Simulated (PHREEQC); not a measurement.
A solution holds 1.6 mmol/kgw FeCl3 and 12 mmol/kgw ZnCl2, at 20 °C. Closed to the air; pH follows from the charge balance.

Model: ion-association model, phreeqc.dat, run in PHREEQC.

Q: The ionic strength comes out as 0.0426 mol/kgw. What activity coefficients do Zn+2, H+, Cl-, FeCl2+, Fe(OH)2+ get?

A: Zn+2 0.49, H+ 0.86, Cl- 0.83, FeCl2+ 0.84, Fe(OH)2+ 0.84.

This is a speciation only: nothing precipitates in the calculation. Saturation is exceeded, for instance for Hematite (slow to form), Goethite (slow to form); the values hold only as long as no solid forms.
